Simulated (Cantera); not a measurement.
Input (Python, Cantera) and output of one run.

```python
import numpy as np
import cantera as ct

gas_names = [...]  # 123 gases of nasa_gas.yaml made of C, H, O, Si
cond_names = """
    C(gr) C6H6(L) C7H8(L) C8H18(L),n-octa H2O(s) H2O(L) Si(cr) Si(L) SiC(b) SiO2(Lqz) SiO2(hqz) SiO2(L)
""".split()


# ... load() reads the species with a 1 bar reference pressure and builds the phases ...
atoms = {
    'Si': {'Si': 1},
    'CO2': {'C': 1, 'O': 2},
    'H2': {'H': 2},
}
top_T = {'C(gr)': 4500, 'SiC(b)': 3050}  # K; cautious upper limits of use, not melting points


# ... equilibrate(T, P, feed) seeds the gas with the atoms and calls Mixture.equilibrate('TP', solver="vcs", rtol=1e-11, max_steps=5000) ...
results = []
feed = {'Si': 1, 'CO2': 0.01, 'H2': 440}  # mol
P = 21  # Pa
for T in [1050, 1150, 1250, 1350, 1450, 1550, 1650, 1750, 1850]:
    mix = equilibrate(T, P, feed)
    results.append((T, P, feed, dict(zip(mix.species_names, mix.species_moles))))

top = {s: max(r[3][s] / sum(r[3][g] for g in gas_names) for r in results) for s in gas_names}
cols = sorted((s for s in top if top[s] > 1e-05), key=lambda s: -top[s])[:7]
seen = [c for c in cond_names if any(r[3].get(c, 0) > 1e-12 for r in results)]
print("log10 of partial pressures in bar; condensed amounts in mol")
print(f"{'T/K':>10s}" + "".join(f"{s[:9]:>10s}" for s in cols + seen))
for T, P, feed, n in results:
    ng = sum(n[g] for g in gas_names)
    print(f"{T:10.4g}" + "".join(f"{np.log10(max(n[s] / ng * P / 1e5, 1e-99)):10.3f}" for s in cols)
          + "".join(f"{n.get(c, 0):10.4g}" for c in seen))
```

It prints:

```
log10 of partial pressures in bar; condensed amounts in mol
       T/K        H2         H        Si       SiO       SiH        CO    Si(cr)    SiC(b) SiO2(hqz)
      1050    -3.678    -9.930   -14.638    -8.421   -14.824   -10.989    0.9761  0.009975   0.00601
      1150    -3.678    -8.966   -12.703    -8.023   -13.221   -10.302    0.9702  0.009893         0
      1250    -3.678    -8.155   -11.081    -8.024   -11.877   -10.061    0.9703  0.009816         0
      1350    -3.678    -7.462    -9.700    -8.027   -10.734    -9.855    0.9701  0.009705         0
      1450    -3.678    -6.863    -8.512    -8.030    -9.752    -9.678    0.9637  0.009552         0
      1550    -3.679    -6.341    -7.479    -8.035    -8.898    -9.525    0.8972  0.009216         0
      1650    -3.681    -5.882    -6.572    -8.041    -8.151    -9.393    0.3816  0.006645         0
      1750    -3.686    -5.476    -6.346    -8.179    -8.067    -8.550         0         0         0
      1850    -3.695    -5.116    -6.342    -8.310    -8.193    -8.351         0         0         0
```

Method: chemical equilibrium by Gibbs-energy minimisation in Cantera with the NASA 1993 tables (ideal gas, pure condensed phases). Mutual solubility and eutectic melting of coexisting phases are not modelled.
